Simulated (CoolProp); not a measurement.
Saturation properties of water (Tc = 647.1 K, pc = 22.06 MPa, ω = 0.344).

Model: reference Helmholtz-energy equation of state, Wagner 2002, in CoolProp.

| T (K) | p (MPa) | liquid cp (kJ/(kg K)) | vapour viscosity (µPa s) | liquid conductivity (mW/(m K)) |
|---|---|---|---|---|
| 369.6 | 0.08923 | 4.212 | 12.1 | 676 |
| 385.5 | 0.1551 | 4.232 | 12.7 | 681 |
| 401.4 | 0.2564 | 4.258 | 13.2 | 683 |
| 417.2 | 0.4049 | 4.292 | 13.8 | 682 |
| 433.1 | 0.6174 | 4.335 | 14.3 | 679 |
| 449 | 0.9106 | 4.389 | 14.8 | 673 |
| 464.9 | 1.304 | 4.455 | 15.4 | 665 |
| 480.8 | 1.820 | 4.538 | 15.9 | 655 |
| 496.7 | 2.481 | 4.639 | 16.5 | 642 |
| 512.5 | 3.309 | 4.766 | 17.0 | 628 |
| 528.4 | 4.341 | 4.928 | 17.6 | 611 |
| 544.3 | 5.603 | 5.140 | 18.3 | 592 |

It boils at 373.1 K under 1 atm.

Viscosity comes from a separate model (Huber 2009). Thermal conductivity comes from a separate model (Huber 2012).
